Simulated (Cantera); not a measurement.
A closed system holds: 1 mol SiH₄, 0.3 mol HCl, 14 mol H₂, at 22.0 mbar.

These are equilibrium values from Cantera (NASA tables, ideal gas, pure condensed phases), not measurements of a reactor. Candidate condensed phases: Si; 19 gas species. Gases not in the tables: Si₂H₆ and higher silanes. Equilibrium is a limit: real reactors are often held back by kinetics, nucleation or transport.

Problem. Which condensed phases are stable at each of these points (T (°C)): 600, 675, 750, 825, 900, 975, 1050, 1125, 1200, 1275, 1350, 1425, 1500?

Solution. 
```json
[
 {"T (°C)": "600", "condensed phases": "Si(s)", "Si condensed (%)": "93.3"},
 {"T (°C)": "675", "condensed phases": "Si(s)", "Si condensed (%)": "94.8"},
 {"T (°C)": "750", "condensed phases": "Si(s)", "Si condensed (%)": "96.7"},
 {"T (°C)": "825", "condensed phases": "Si(s)", "Si condensed (%)": "98.1"},
 {"T (°C)": "900", "condensed phases": "Si(s)", "Si condensed (%)": "98.6"},
 {"T (°C)": "975", "condensed phases": "Si(s)", "Si condensed (%)": "98.7"},
 {"T (°C)": "1050", "condensed phases": "Si(s)", "Si condensed (%)": "98.7"},
 {"T (°C)": "1125", "condensed phases": "Si(s)", "Si condensed (%)": "98.6"},
 {"T (°C)": "1200", "condensed phases": "Si(s)", "Si condensed (%)": "98.5"},
 {"T (°C)": "1275", "condensed phases": "Si(s)", "Si condensed (%)": "98.5"},
 {"T (°C)": "1350", "condensed phases": "Si(s)", "Si condensed (%)": "98.4"},
 {"T (°C)": "1425", "condensed phases": "Si(l)", "Si condensed (%)": "98.3"},
 {"T (°C)": "1500", "condensed phases": "Si(l)", "Si condensed (%)": "98.3"}
]
```

From 600 °C to 1350 °C the condensed part is Si(s). From 1425 °C to 1500 °C the condensed part is Si(l).
